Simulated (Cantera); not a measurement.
Input (Python, Cantera) and output of one run.

```python
import numpy as np
import cantera as ct

gas_names = [...]  # 123 gases of nasa_gas.yaml made of C, H, O, Si
cond_names = """
    C(gr) C6H6(L) C7H8(L) C8H18(L),n-octa H2O(s) H2O(L) Si(cr) Si(L) SiC(b) SiO2(Lqz) SiO2(hqz) SiO2(L)
""".split()


# ... load() reads the species with a 1 bar reference pressure and builds the phases ...
atoms = {
    'Si': {'Si': 1},
    'CO2': {'C': 1, 'O': 2},
    'H2': {'H': 2},
}
top_T = {'C(gr)': 4500, 'SiC(b)': 3050}  # K; cautious upper limits of use, not melting points


# ... equilibrate(T, P, feed) seeds the gas with the atoms and calls Mixture.equilibrate('TP', solver="vcs", rtol=1e-11, max_steps=5000) ...
results = []
feed = {'Si': 1, 'CO2': 2.3, 'H2': 28}  # mol
T = 1198.15  # K
P = 1700  # Pa
mix = equilibrate(T, P, feed)
results.append((T, P, feed, dict(zip(mix.species_names, mix.species_moles))))
print(gas.report(threshold=1e-06))
for i in range(1, mix.n_phases):
    print(f"{mix.phase(i).name:16s} {mix.phase_moles(i):12.5e} mol")
```

Result:

```
       temperature   1198.2 K
          pressure   1700 Pa
           density   0.00070778 kg/m^3
  mean mol. weight   4.1476 kg/kmol
   phase of matter   gas

                          1 kg             1 kmol
                     ---------------   ---------------
          enthalpy        3.8939e+06         1.615e+07  J
   internal energy         1.492e+06        6.1882e+06  J
           entropy             51653        2.1423e+05  J/K
    Gibbs function       -5.7994e+07       -2.4053e+08  J
 heat capacity c_p            7580.3             31440  J/K
 heat capacity c_v            5575.6             23125  J/K

                      mass frac. Y      mole frac. X     chem. pot. / RT
                     ---------------   ---------------   ---------------
                CO           0.50883          0.075344           -43.849
               CO2         0.0059744        0.00056305           -80.195
                 H        3.3986e-07        1.3984e-06           -11.069
                H2           0.44463           0.91475           -22.137
               H2O          0.040563         0.0093387           -58.482
     [ +118 minor]        2.9374e-06        7.5857e-07

C(gr)             0.00000e+00 mol
Si(cr)            0.00000e+00 mol
SiC(b)            0.00000e+00 mol
SiO2(hqz)         1.00000e+00 mol
```

These are equilibrium values from Cantera (NASA tables, ideal gas, pure condensed phases), not measurements of a reactor. The tables hold silica as quartz up to 1696 K and as liquid above; real silica turns to tridymite and cristobalite and melts near 1996 K.
